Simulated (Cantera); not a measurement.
A closed system holds: 1 mol S, 0.26 mol SO₂, at 1073.15 K and 56.0 bar.

These are equilibrium values from Cantera (NASA tables, ideal gas, pure condensed phases), not measurements of a reactor. Candidate condensed phases: S; 10 gas species. The ideal-gas law is rough above about 30 bar. Gases not in the tables: S₃ to S₇. The numbers say what is thermodynamically allowed, not how fast it happens.

Base state: SO₂ 0.712, S₂ 0.221, S₂O 0.0419, S₈ 0.0258, SO 3.78e-5 (mole fractions); condensed: S(l).

### Question
What changes in the equilibrium state with this change: pressure from 56.0 bar to 8.20 mbar?

### Answer
```tsv
species	before	after
S₂	0.221	0.654
SO₂	0.712	0.339
S₂O	0.0419	0.00719
S₈	0.0258	<1e-9
SO	3.78e-5	0.000311
S(l), mol	0.748	0
```

### Question
What changes in the equilibrium state with this change: temperature from 1073.15 K to 3398.15 K?

### Answer
```
species     before     after
---------  -------  --------
S₂           0.221     0.485
SO         3.78e-5     0.247
SO₂          0.712     0.174
S₈          0.0258     <1e-9
S          2.55e-9    0.0659
S₂O         0.0419    0.0264
O            <1e-9   0.00122
O₂           <1e-9  0.000587
SO₃        2.49e-7   1.84e-5
S(l), mol    0.748         0
```
